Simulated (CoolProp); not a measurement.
Model: reference Helmholtz-energy equation of state, Lemmon 2003, in CoolProp. It is a pseudo-pure fit of the blend.

Question: For R410A, give the phase and the cv (kJ/(kg K)), Joule-Thomson coefficient (K/MPa), viscosity (µPa s), Prandtl number at 106.55 °C and 21.2 MPa.

Answer: 
- 106.55 °C and 21.2 MPa: supercritical; cv 0.976, Joule-Thomson coefficient 0.505, viscosity 81.5, Prandtl number 1.90

Viscosity comes from a separate model (Geller 2000). Thermal conductivity comes from a separate model (Geller 2001).
